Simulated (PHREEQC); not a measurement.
Metal-bearing waste water: speciation

Consider water at 40 °C with 0.01 mol FeSO4, 0.00048 mol CuCl2 and 3.3e-05 mol NaF per kg of water. Closed to the air; pH follows from the charge balance.

Computed with PHREEQC (ion-association model, wateq4f.dat).

This is a speciation only: nothing precipitates in the calculation.

Task: What pH, ionic strength does the model give?

Result: pH 5.52; ionic strength 0.0286 mol/kgw.

Task: In which forms is Na present?

Result: Na+ 98 %, NaSO4- 1.9 % of the Na.

Examples of supersaturated solids here: Tenorite (slow to form). Others may be too. Away from 25 °C the constants follow the database's enthalpies or fits; those with neither stay at their 25 °C values. Fluoro complexes past AlF4- and FeF3 are missing from the database.
